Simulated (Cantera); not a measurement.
A perfectly stirred reactor is fed with N2O : O2 = 1 : 0.42 (molar parts), at 0.133 bar; it is held at 1148 K, and followed from long to short residence time.

Computed with Cantera and GRI-Mech 3.0 (53 species, 325 reactions). GRI-Mech 3.0 was tuned for natural gas; its chemistry of N2O as a main component is partial and can be far from experiment. The mechanism lacks the step 2 NO + O2 → 2 NO2, which can matter for NO2 below about 1400 K. The temperature is held fixed by assumption; the heat of reaction is taken as removed at once.

x: mole fraction; the columns are a selection and need not sum to one.

```
τ (s)   x N2O   x O2      x NO      x N2      x O
------  -----  -----  --------  --------  -------
1.5     0.665  0.305   0.00245    0.0278  7.75e-7
0.80    0.683  0.301   0.00134    0.0152  7.77e-7
0.44    0.692  0.299  0.000750   0.00848  7.77e-7
0.25    0.697  0.297  0.000430   0.00486  7.78e-7
0.14    0.700  0.297       [?]       [?]  7.78e-7
0.075   0.702  0.296  0.000130   0.00147  7.77e-7
0.042   0.703  0.296   7.28e-5  0.000822  7.77e-7
0.023   0.704  0.296       [?]       [?]  7.76e-7
0.013   0.704  0.296   2.25e-5  0.000254  7.74e-7
0.0070  0.704  0.296   1.20e-5  0.000137  7.70e-7
0.0039  0.704  0.296   6.65e-6   7.58e-5  7.63e-7
```

Task: Complete the blanks.

Result: 
- 0.14, x NO: 0.000242
- 0.14, x N2: 0.00273
- 0.023, x NO: 3.98e-5
- 0.023, x N2: 0.000450
